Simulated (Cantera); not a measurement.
Mixture: CO : H2 : O2 : N2 = 1 : 0.071 : 0.446 : 1.68 (molar parts), equivalence ratio 1.2, at 5.50 bar, adiabatic and at constant pressure. Ignition delay is the time to a rise of 400 K.

Cantera simulation using GRI-Mech 3.0 (53 species, 325 reactions); the numbers are that mechanism's predictions, not measurements. The hydrogen kinetics of GRI-Mech 3.0 are dated; newer H2 mechanisms differ, most at raised pressure. Where the delays flatten at high temperature, the 400 K rule measures the pace of heat release, not the induction time.

Task: What does this change do: pressure from 5.50 bar to 6.00 bar?

Result: 
```tsv
quantity	before	after
delay at 1100 K	0.237 ms	0.254 ms
delay at 1200 K	41.2 µs	40.8 µs
delay at 1300 K	18.9 µs	17.8 µs
delay at 1400 K	12.3 µs	11.3 µs
delay at 1500 K	9.37 µs	8.55 µs
```

Task: What does this change do: pressure from 5.50 bar to 10.0 bar?

Result: 
```tsv
quantity	before	after
delay at 1100 K	0.237 ms	0.328 ms
delay at 1200 K	41.2 µs	45.9 µs
delay at 1300 K	18.9 µs	13.8 µs
delay at 1400 K	12.3 µs	7.46 µs
delay at 1500 K	9.37 µs	5.17 µs
```
